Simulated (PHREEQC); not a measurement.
0.14 g of hydrous ferric oxide (600 m²/g; 0.2 weak and 0.005 strong sites per Fe, Dzombak-Morel constants, diffuse double layer) in 1 kg of water with 0.3 mol/kgw of an inert sodium salt and 5.7e-05 mol/kgw NaF and 0.00095 mol/kgw H3BO3, at 25 °C; the pH is set by adding NaOH or the inert anion's acid. Oxygen is held at 0.21 atm. No CO2 enters from the air. No solid was allowed to form.

Base run: PHREEQC, ion-association model, wateq4f.dat. Each further column changes one thing. The table gives surface potential ψ (mV).

```tsv
pH	base	background salt from 0.3 to 0.03 mol/kgw	oxide from 0.14 to 0.7 g/kgw	0.00018 mol/kgw CuSO4 added
4	120	…	122	102
5.5	96	118	97	92
6.5	64	…	65	86
8	5	6	5	…
9.5	-57	-71	-57	-3
10.5	-91	-114	-91	…
12	-120	-158	-120	-109
```

**Question.** Complete the blanks.

**Answer.** 
- 4, background salt from 0.3 to 0.03 mol/kgw: 161
- 6.5, background salt from 0.3 to 0.03 mol/kgw: 79
- 8, 0.00018 mol/kgw CuSO4 added: 60
- 10.5, 0.00018 mol/kgw CuSO4 added: -50

Real BF4- forms and hydrolyses slowly; the run takes it at equilibrium. In at least one series the solution becomes supersaturated in solids that the run did not let form, among them Cu(OH)2. The database's constant for dissolved Cu(OH)2 is higher than later reviews accept.
